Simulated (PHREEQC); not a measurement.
A column of 0.2 m (30 cells, dispersivity 0.016 m, 3600 s a shift, diffusion coefficient 3e-10 m²/s) holds 0.21 eq of the database's cation exchanger X per kg of pore water, first in equilibrium with 0.041 mol ZnCl2 and 1e-05 mol HCl per kg of water. It is flushed with 0.042 mol/kgw CdCl2, 0.016 mol/kgw KCl, 0.0015 mol/kgw SrCl2 and 1e-05 mol/kgw HCl, at 40 °C. Values are for the last cell. The system is closed to CO2. Precipitation was switched off in this run.

The series has 31 steps of pore volumes, from 0 to 7.017.

The numbers come from PHREEQC with the ion-association model, phreeqc.dat.

Problem. After how many pore volumes does Cd at the outlet first reach half of its feed value?

Solution. By 2.1 pore volumes.

Problem. After how many pore volumes does K at the outlet first reach half of its feed value?

Solution. By 3.5 pore volumes.

Complexes and solids missing from the database can't appear. Constants without temperature data keep their 25 °C values here.
